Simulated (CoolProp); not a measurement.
Vapour-liquid equilibrium of fluoroethane (R161) (1) + R227EA (2) at 0.0165 MPa; x and y are mole fractions of (1).

Computed with CoolProp (multi-fluid Helmholtz-energy mixture model, Wu 2012 and Lemmon 2016; pair parameters Bell 2016).

| x | bubble temperature, mixture model (°C) | bubble temperature, Raoult's law (°C) | y, mixture model | y, Raoult's law |
|---|---|---|---|---|
| 0.05 | … | -53.1 | 0.066 | 0.142 |
| 0.2 | -53.7 | -57.4 | 0.337 | 0.449 |
| 0.35 | … | -60.8 | 0.609 | 0.645 |
| 0.5 | -61.4 | -63.7 | 0.794 | 0.776 |
| 0.65 | -64.9 | -66.1 | … | 0.869 |
| 0.8 | … | -68.3 | 0.957 | 0.936 |
| 0.95 | -70.0 | -70.1 | … | 0.986 |

Problem. Some entries are withheld; supply them.

Solution. 
- 0.05, bubble temperature, mixture model (°C): -51.7
- 0.35, bubble temperature, mixture model (°C): -57.3
- 0.65, y, mixture model: 0.899
- 0.8, bubble temperature, mixture model (°C): -67.8
- 0.95, y, mixture model: 0.991

The largest gap from Raoult's law is +3.7 K in bubble temperature, at x = 0.2. No azeotrope shows between x = 0.05 and 0.95.

The pair parameters rest on a limited set of measurements; away from them the model extrapolates.
